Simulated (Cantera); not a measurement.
Input: 1 mol Si, 0.0024 mol H₂O, 1.9 mol H₂, 0.031 mol O₂, held at 2.40 mbar.

Equilibrium computed with Cantera from the NASA thermochemical tables; the gas is ideal and each condensed phase is pure. Candidate condensed phases: H₂O, Si, SiO₂; 18 gas species. Mutual solubility and eutectic melting of coexisting phases are not modelled. The tables hold silica as quartz up to 1696 K and as liquid above; real silica turns to tridymite and cristobalite and melts near 1996 K. Gases not in the tables: Si₂H₆ and higher silanes. Rates play no part.

x: gas mole fraction; n: condensed amount in mol.

```tsv
T (°C)	x H₂	x H	x Si	x SiO	x SiH	n Si(s)	n SiO₂(β-quartz)	n Si(l)
627	1.00	2.39e-9	<1e-12	2.08e-9	<1e-12	0.968	0.0322	0
727	1.00	4.63e-8	<1e-12	2.17e-7	<1e-12	0.968	0.0322	0
827	1.000	5.28e-7	9.85e-12	9.60e-6	[?]	0.968	0.0322	0
927	1.000	4.03e-6	5.78e-10	0.000223	[?]	0.968	0.0320	0
1027	0.997	2.25e-5	1.80e-8	0.00317	[?]	0.965	0.0292	0
1127	0.969	9.78e-5	3.43e-7	0.0306	[?]	0.938	0.00222	0
1227	0.967	0.000353	4.39e-6	0.0327	[?]	0.936	0	0
1327	0.966	0.00109	4.06e-5	0.0327	[?]	0.936	0	0
1427	0.964	0.00295	0.000283	0.0327	[?]	0	0	0.935
1527	0.959	0.00716	0.00132	0.0326	[?]	0	0	0.933
1627	0.946	0.0158	0.00525	0.0323	[?]	0	0	0.924
1727	0.918	0.0318	0.0181	0.0316	[?]	0	0	0.896
1827	0.853	0.0588	0.0556	0.0299	[?]	0	0	0.809
```

Question: Complete the blanks.

Answer: 
- 827, x SiH: 1.46e-11
- 927, x SiH: 4.25e-10
- 1027, x SiH: 7.32e-9
- 1127, x SiH: 8.26e-8
- 1227, x SiH: 6.78e-7
- 1327, x SiH: 4.26e-6
- 1427, x SiH: 2.10e-5
- 1527, x SiH: 7.24e-5
- 1627, x SiH: 0.000217
- 1727, x SiH: 0.000578
- 1827, x SiH: 0.00136
